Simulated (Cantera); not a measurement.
An adiabatic, constant-pressure homogeneous reactor starts with CO : H₂ : CH₄ : O₂ : N₂ : H₂O = 1 : 0.28 : 0.062 : 0.318 : 1.2 : 0.11 (molar parts), equivalence ratio 2.4, at 1000 K and 1950 Torr. Integrator tolerance rtol = 1e-08.

Cantera simulation using GRI-Mech 3.0 (53 species, 325 reactions); the numbers are that mechanism's predictions, not measurements.

```json
[
 {"quantity": "time of steepest temperature rise", "before": "2.77 ms", "after": "3.16 ms"},
 {"quantity": "temperature at 10.0 s", "before": "2386 K", "after": "2391 K"},
 {"quantity": "equilibrium temperature", "before": "2386 K", "after": "2391 K"},
 {"quantity": "x(CO) at 10.0 s", "before": "0.268 (gas-phase equilibrium 0.268)", "after": "0.268 (gas-phase equilibrium 0.268)"},
 {"quantity": "x(H₂) at 10.0 s", "before": "0.0525 (gas-phase equilibrium 0.0525)", "after": "0.0525 (gas-phase equilibrium 0.0525)"},
 {"quantity": "x(CH₄) at 10.0 s", "before": "1.07e-11 (gas-phase equilibrium 1.17e-11)", "after": "3.43e-11 (gas-phase equilibrium 3.76e-11)"},
 {"quantity": "x(CH₃) at 10.0 s", "before": "7.94e-12 (gas-phase equilibrium 8.74e-12)", "after": "1.94e-11 (gas-phase equilibrium 2.12e-11)"},
 {"quantity": "x(C₂H) at 10.0 s", "before": "<1e-12 (gas-phase equilibrium <1e-12)", "after": "<1e-12 (gas-phase equilibrium <1e-12)"},
 {"quantity": "x(O₂) at 10.0 s", "before": "2.70e-5 (gas-phase equilibrium 2.70e-5)", "after": "1.58e-5 (gas-phase equilibrium 1.58e-5)"}
]
```

Task: Which change was made?
A) constant volume in place of constant pressure
B) pressure from 1950 Torr to 3530 Torr
C) CH4 0.062 to 0.039 parts
D) initial temperature 1000 to 1750 K

Result: B, pressure from 1950 Torr to 3530 Torr
